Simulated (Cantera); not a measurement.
A closed system holds: 1 mol Si, 0.52 mol NF3, held at 648.15 K and 13.3 mbar.

Equilibrium computed with Cantera from the NASA thermochemical tables; the gas is ideal and each condensed phase is pure. Candidate condensed phases: Si, Si3N4; 16 gas species. Kinetics and transport are ignored.

Base state: SiF4 1.000 (mole fractions); condensed: Si(s) + Si3N4(s).

### Question
What changes in the equilibrium state with this change: NF3 from 0.52 to 4 mol?

### Answer
```tsv
species	before	after
NF3	<1e-9	0.485
SiF4	1.000	0.212
N2	<1e-9	0.182
F2	<1e-9	0.120
F	<1e-9	0.00141
Si(s), mol	0.220	0
Si3N4(s), mol	0.130	0
```
